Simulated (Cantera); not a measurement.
A freely propagating, adiabatic, planar premixed flame of 44.2 % H2, 9.19 % O2, 38.7 % N2, 7.95 % H2O, unburnt at 475 K and 1.38 atm; mixture-averaged transport, grid criteria slope 0.08 and curve 0.16, no radiation.

Computed with Cantera and the H2/O2 subset of GRI-Mech 3.0, which has no nitrogen chemistry. Burning velocities carry a grid error of a few per cent, more on coarse grids.

Task: Predict: laminar burning velocity; thermal thickness; peak x(H); peak x(H2O2); peak x(HO2).

Result: 
- laminar burning velocity: 428 cm/s
- thermal thickness: 0.254 mm
- peak x(H): 0.0436
- peak x(H2O2): 4.05e-5
- peak x(HO2): 0.000491
